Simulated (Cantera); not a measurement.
**Adiabatic ignition**

An adiabatic, constant-volume homogeneous reactor starts with 6.04 % CH3OH, 19.7 % O2, 74.3 % N2, equivalence ratio 0.46, at 1125 K and 15.8 atm.

Cantera simulation using GRI-Mech 3.0 (53 species, 325 reactions); the numbers are that mechanism's predictions, not measurements. GRI-Mech 3.0 was tuned for natural gas; its chemistry of methanol as a main component is partial and can be far from experiment. The pressure lies above the range GRI-Mech 3.0 was tuned for (to about 10 atm).

```json
[
 {"t (s)": "1.00e-6", "T (K)": "1125", "P (bar)": "16.0", "x CH3OH": "0.0604", "x O2": "0.197", "x CH2O": "1.76e-9", "x NO": "<1e-12", "x H2": "6.62e-10", "x CH2": "1.19e-12", "x HCO": "<1e-12"},
 {"t (s)": "2.49e-6", "T (K)": "1125", "P (bar)": "16.0", "x CH3OH": "0.0604", "x O2": "0.197", "x CH2O": "4.70e-9", "x NO": "<1e-12", "x H2": "1.71e-9", "x CH2": "1.19e-12", "x HCO": "<1e-12"},
 {"t (s)": "6.22e-6", "T (K)": "1125", "P (bar)": "16.0", "x CH3OH": "0.0604", "x O2": "0.197", "x CH2O": "1.27e-8", "x NO": "<1e-12", "x H2": "4.42e-9", "x CH2": "1.19e-12", "x HCO": "<1e-12"},
 {"t (s)": "1.55e-5", "T (K)": "1125", "P (bar)": "16.0", "x CH3OH": "0.0604", "x O2": "0.197", "x CH2O": "3.46e-8", "x NO": "<1e-12", "x H2": "1.14e-8", "x CH2": "1.19e-12", "x HCO": "<1e-12"},
 {"t (s)": "3.87e-5", "T (K)": "1125", "P (bar)": "16.0", "x CH3OH": "0.0604", "x O2": "0.197", "x CH2O": "9.13e-8", "x NO": "<1e-12", "x H2": "2.93e-8", "x CH2": "1.19e-12", "x HCO": "<1e-12"},
 {"t (s)": "9.65e-5", "T (K)": "1125", "P (bar)": "16.0", "x CH3OH": "0.0604", "x O2": "0.197", "x CH2O": "2.35e-7", "x NO": "<1e-12", "x H2": "7.52e-8", "x CH2": "1.19e-12", "x HCO": "<1e-12"},
 {"t (s)": "0.000241", "T (K)": "1125", "P (bar)": "16.0", "x CH3OH": "0.0604", "x O2": "0.197", "x CH2O": "6.08e-7", "x NO": "<1e-12", "x H2": "1.99e-7", "x CH2": "1.19e-12", "x HCO": "<1e-12"},
 {"t (s)": "0.000601", "T (K)": "1125", "P (bar)": "16.0", "x CH3OH": "0.0604", "x O2": "0.197", "x CH2O": "1.77e-6", "x NO": "<1e-12", "x H2": "6.00e-7", "x CH2": "1.19e-12", "x HCO": "<1e-12"},
 {"t (s)": "0.00150", "T (K)": "1125", "P (bar)": "16.0", "x CH3OH": "0.0604", "x O2": "0.197", "x CH2O": "8.67e-6", "x NO": "<1e-12", "x H2": "2.77e-6", "x CH2": "1.19e-12", "x HCO": "1.69e-12"},
 {"t (s)": "0.00374", "T (K)": "1126", "P (bar)": "16.0", "x CH3OH": "0.0601", "x O2": "0.197", "x CH2O": "0.000264", "x NO": "<1e-12", "x H2": "6.98e-5", "x CH2": "1.23e-12", "x HCO": "1.46e-10"},
 {"t (s)": "0.00932", "T (K)": "2389", "P (bar)": "35.1", "x CH3OH": "<1e-12", "x O2": "0.0987", "x CH2O": "1.84e-12", "x NO": "0.00705", "x H2": "0.000211", "x CH2": "<1e-12", "x HCO": "1.37e-10"},
 {"t (s)": "0.0233", "T (K)": "2377", "P (bar)": "34.9", "x CH3OH": "<1e-12", "x O2": "0.0965", "x CH2O": "1.66e-12", "x NO": "0.0116", "x H2": "0.000201", "x CH2": "<1e-12", "x HCO": "1.22e-10"},
 {"t (s)": "0.0580", "T (K)": "2377", "P (bar)": "34.9", "x CH3OH": "<1e-12", "x O2": "0.0964", "x CH2O": "1.65e-12", "x NO": "0.0118", "x H2": "0.000200", "x CH2": "<1e-12", "x HCO": "1.21e-10"},
 {"t (s)": "0.145", "T (K)": "2377", "P (bar)": "34.9", "x CH3OH": "<1e-12", "x O2": "0.0964", "x CH2O": "1.65e-12", "x NO": "0.0118", "x H2": "0.000200", "x CH2": "<1e-12", "x HCO": "1.21e-10"},
 {"t (s)": "0.361", "T (K)": "2377", "P (bar)": "34.9", "x CH3OH": "<1e-12", "x O2": "0.0964", "x CH2O": "1.65e-12", "x NO": "0.0118", "x H2": "0.000200", "x CH2": "<1e-12", "x HCO": "1.21e-10"},
 {"t (s)": "0.900", "T (K)": "2377", "P (bar)": "34.9", "x CH3OH": "<1e-12", "x O2": "0.0964", "x CH2O": "1.65e-12", "x NO": "0.0118", "x H2": "0.000200", "x CH2": "<1e-12", "x HCO": "1.21e-10"}
]
```
x: mole fraction; the columns are a selection and need not sum to one.

| Quantity | Value |
|---|---|
| time of steepest temperature rise | 4.88 ms |
| temperature at 0.900 s | 2377 K |
| equilibrium temperature | 2377 K |
| x(CH3OH) at 0.900 s | <1e-12 (gas-phase equilibrium <1e-12) |
| x(O2) at 0.900 s | 0.0964 (gas-phase equilibrium 0.0964) |
| x(CH2O) at 0.900 s | 1.65e-12 (gas-phase equilibrium 1.65e-12) |
